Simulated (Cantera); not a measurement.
What does this Cantera script print?

```python
import numpy as np
import cantera as ct

gas_names = [...]  # 110 gases of nasa_gas.yaml made of C, F, H
cond_names = """
    C(gr) C6H6(L) C7H8(L) C8H18(L),n-octa
""".split()


# ... load() reads the species with a 1 bar reference pressure and builds the phases ...
atoms = {
    'CH2F2': {'C': 1, 'H': 2, 'F': 2},
    'H2': {'H': 2},
}
top_T = {'C(gr)': 4500}  # K; cautious upper limits of use, not melting points


# ... equilibrate(T, P, feed) seeds the gas with the atoms and calls Mixture.equilibrate('TP', solver="vcs", rtol=1e-11, max_steps=5000) ...
results = []
feed = {'CH2F2': 1, 'H2': 0.38}  # mol
P = 93000  # Pa
for T in [2000, 2500, 3000, 3500, 4000, 4500, 5000]:
    mix = equilibrate(T, P, feed)
    results.append((T, P, feed, dict(zip(mix.species_names, mix.species_moles))))

top = {s: max(r[3][s] / sum(r[3][g] for g in gas_names) for r in results) for s in gas_names}
cols = sorted((s for s in top if top[s] > 1e-06), key=lambda s: -top[s])[:8]
seen = [c for c in cond_names if any(r[3].get(c, 0) > 1e-12 for r in results)]
print("log10 of partial pressures in bar; condensed amounts in mol")
print(f"{'T/K':>10s}" + "".join(f"{s[:9]:>10s}" for s in cols + seen))
for T, P, feed, n in results:
    ng = sum(n[g] for g in gas_names)
    print(f"{T:10.4g}" + "".join(f"{np.log10(max(n[s] / ng * P / 1e5, 1e-99)):10.3f}" for s in cols)
          + "".join(f"{n.get(c, 0):10.4g}" for c in seen))
```

Output:

```
log10 of partial pressures in bar; condensed amounts in mol
       T/K        HF         H         F        H2         C        C3        CF        C2     C(gr)
      2000    -0.107    -3.204    -5.867    -0.830   -10.517   -10.557    -8.201   -11.630    0.9994
      2500    -0.109    -2.024    -3.964    -0.849    -6.779    -6.304    -5.450    -7.339     0.992
      3000    -0.122    -1.278    -2.655    -0.953    -4.295    -3.506    -3.592    -4.499    0.9545
      3500    -0.189    -0.857    -1.660    -1.257    -2.527    -1.534    -2.216    -2.485    0.5175
      4000    -0.380    -0.589    -1.002    -1.582    -1.610    -1.286    -1.685    -1.793         0
      4500    -0.747    -0.428    -0.659    -1.933    -1.105    -1.721    -1.652    -1.674         0
      5000    -1.272    -0.372    -0.539    -2.361    -0.877    -2.597    -1.960    -1.931         0
```

Equilibrium computed with Cantera from the NASA thermochemical tables; the gas is ideal and each condensed phase is pure.
